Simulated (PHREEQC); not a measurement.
A solution holds 0.0016 mol/kgw HF and 0.00096 mol/kgw (CH3)4NF, at 25 °C. Closed to the air; pH follows from the charge balance.

Equilibrium calculation in PHREEQC: ion-association model, phreeqc.dat.

| Quantity | Value |
|---|---|
| pH | 3.30 |
| ionic strength | 0.00148 mol/kgw |
| total alkalinity | -1.60 meq/kg |

| species | molality | activity | log γ |
|---|---|---|---|
| F- | 0.00148 | 0.00142 | -0.019 |
| HF | 0.00107 | 0.00107 | 0.000 |
| (CH3)4N+ | 0.000960 | 0.000919 | -0.019 |
| H+ | 0.000525 | 0.000504 | -0.018 |
| HF2- | 6.07e-6 | 5.81e-6 | -0.019 |

No solid was allowed to form. (CH3)4N+ isn't in the database: it is added as a free cation with an ion size of 4 Å.
